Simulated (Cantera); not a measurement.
Mixture: CH4 : C2H6 : O2 : N2 = 1 : 0.17 : 2.36 : 8.87 (molar parts), equivalence ratio 1.1, at 500000 Pa, adiabatic and at constant volume. Ignition delay is the time to a rise of 400 K.

Cantera simulation using GRI-Mech 3.0 (53 species, 325 reactions); the numbers are that mechanism's predictions, not measurements.

**Question.** Predict: delay at 1175 K; delay at 1225 K; delay at 1275 K; delay at 1325 K; delay at 1375 K; delay at 1425 K; apparent activation energy between 1325 and 1425 K.

**Answer.** 
```json
{
 "delay at 1175 K": "1.59 ms",
 "delay at 1225 K": "0.811 ms",
 "delay at 1275 K": "0.450 ms",
 "delay at 1325 K": "0.266 ms",
 "delay at 1375 K": "0.165 ms",
 "delay at 1425 K": "0.106 ms",
 "apparent activation energy between 1325 and 1425 K": "140 kJ/mol"
}
```
